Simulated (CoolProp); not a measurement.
Saturation properties of isohexane.

Values from CoolProp's reference Helmholtz-energy equation of state, Lemmon 2006. It is a short technical equation, of lower accuracy than the large ones.

```tsv
T (K)	p (MPa)	liquid density (kg/m³)	liquid cp (kJ/(kg K))
390.8	0.4662	553.0	2.743
395.2	0.5136	547.6	2.773
399.7	0.5656	542.0	2.804
404.1	0.6202	536.4	2.836
408.6	0.6800	530.5	2.869
413.1	0.7440	524.4	2.904
417.5	0.8109	518.3	2.940
422	0.8838	511.9	2.979
426.4	0.9597	505.4	3.019
430.9	1.042	498.5	3.063
```

It boils at 333.4 K under 1 atm.
